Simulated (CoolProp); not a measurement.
Properties of R407C along the isobar 235 bar (Tc = 359.3 K, pc = 46.32 bar, ω = 0.363).

Model: reference Helmholtz-energy equation of state, Lemmon 2003, in CoolProp. It is a pseudo-pure fit of the blend.

```tsv
T (K)	phase	cv (kJ/(kg K))	conductivity (mW/(m K))
261.5	liquid	0.8670	112
278.6	liquid	0.8809	105
295.6	liquid	0.8962	99.3
312.6	liquid	0.9128	93.8
329.7	liquid	0.9306	88.6
346.7	liquid	0.9492	83.8
363.7	supercritical	0.9685	79.3
380.8	supercritical	0.9882	75.1
397.8	supercritical	1.008	71.2
414.8	supercritical	1.028	67.7
431.9	supercritical	1.047	64.5
448.9	supercritical	1.065	61.8
465.9	supercritical	1.083	59.5
483	supercritical	1.100	57.6
500	supercritical	1.117	56.2
```

Thermal conductivity comes from a separate model (Geller 2001).
